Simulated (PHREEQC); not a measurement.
Make-up at 25 °C: 0.0048 mol/kgw Cu(BF4)2, 0.022 mol/kgw HCl and 3.5e-05 mol/kgw NaCl. Closed to the air; pH follows from the charge balance.

The numbers come from PHREEQC with the ion-association model, wateq4f.dat.

Each row changes one thing in this solution. No solid was allowed to form.

```json
[
 {"case": "as made", "pH": "1.75", "ionic strength (mol/kgw)": "0.0348", "SI of Halite (NaCl)": "-7.85"},
 {"case": "diluted 10-fold with water", "pH": "2.68", "ionic strength (mol/kgw)": "0.00366", "SI of Halite (NaCl)": "-9.75"},
 {"case": "Cu(BF4)2 from 0.0048 to 0.00432 mol/kgw", "pH": "1.74", "ionic strength (mol/kgw)": "(withheld)", "SI of Halite (NaCl)": "-7.85"},
 {"case": "NaCl replaced by NaAlO2 at the same molality", "pH": "1.75", "ionic strength (mol/kgw)": "0.0348", "SI of Halite (NaCl)": "-7.85"},
 {"case": "Cu(BF4)2 left out", "pH": "(withheld)", "ionic strength (mol/kgw)": "0.0220", "SI of Halite (NaCl)": "(withheld)"},
 {"case": "temperature from 25 to 20 °C", "pH": "1.74", "ionic strength (mol/kgw)": "0.0350", "SI of Halite (NaCl)": "-7.84"},
 {"case": "temperature from 25 to 50 °C", "pH": "(withheld)", "ionic strength (mol/kgw)": "0.0335", "SI of Halite (NaCl)": "-7.91"},
 {"case": "Cu(BF4)2 from 0.0048 to 0.00096 mol/kgw", "pH": "1.73", "ionic strength (mol/kgw)": "0.0239", "SI of Halite (NaCl)": "-7.83"},
 {"case": "diluted 100-fold with water", "pH": "(withheld)", "ionic strength (mol/kgw)": "0.000518", "SI of Halite (NaCl)": "-11.72"}
]
```

Question: Fill in the missing entries.

Answer: 
- Cu(BF4)2 from 0.0048 to 0.00432 mol/kgw, ionic strength (mol/kgw): 0.0334
- Cu(BF4)2 left out, pH: 1.71
- Cu(BF4)2 left out, SI of Halite (NaCl): -7.82
- temperature from 25 to 50 °C, pH: 1.76
- diluted 100-fold with water, pH: 3.44

Species that the database lacks are ignored. Constants without temperature data keep their 25 °C values here. Real BF4- forms and hydrolyses slowly; the run takes it at equilibrium. Fluoro complexes past AlF4- and FeF3 are missing from the database.
